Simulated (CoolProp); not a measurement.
Vapour-liquid equilibrium of CH2F2 (R32) (1) + R1234ze(E) (2) at 0.486 MPa; x and y are mole fractions of (1).

The numbers come from the multi-fluid Helmholtz-energy mixture model, Tillner-Roth 1997 and Thol 2016; pair parameters Bell 2023 in CoolProp.

| x | bubble temperature, mixture model (°C) | bubble temperature, Raoult's law (°C) | y, mixture model | y, Raoult's law |
|---|---|---|---|---|
| 0.05 | 20.0 | 20.4 | 0.150 | 0.153 |
| 0.125 | 14.4 | 15.5 | 0.330 | 0.334 |
| 0.2 | 9.7 | 11.2 | (withheld) | 0.472 |
| 0.275 | 5.7 | 7.4 | 0.571 | 0.579 |
| 0.35 | 2.3 | 4.0 | 0.651 | 0.665 |
| 0.425 | -0.6 | 1.0 | 0.716 | 0.734 |
| 0.5 | -3.1 | -1.7 | 0.768 | 0.791 |
| 0.575 | -5.3 | -4.2 | 0.813 | 0.838 |
| 0.65 | -7.3 | -6.5 | 0.852 | 0.878 |
| 0.725 | -9.2 | -8.6 | 0.888 | 0.912 |
| 0.8 | (withheld) | -10.6 | 0.921 | 0.941 |
| 0.875 | (withheld) | -12.4 | 0.952 | 0.966 |
| 0.95 | -14.1 | -14.1 | 0.981 | 0.987 |

Task: Some entries are withheld; supply them.

Result: 
- 0.2, y, mixture model: 0.467
- 0.8, bubble temperature, mixture model (°C): -10.9
- 0.875, bubble temperature, mixture model (°C): -12.5

The largest gap from Raoult's law is -1.7 K in bubble temperature, at x = 0.35. No azeotrope shows between x = 0.05 and 0.95.

The pair parameters rest on a limited set of measurements; away from them the model extrapolates.
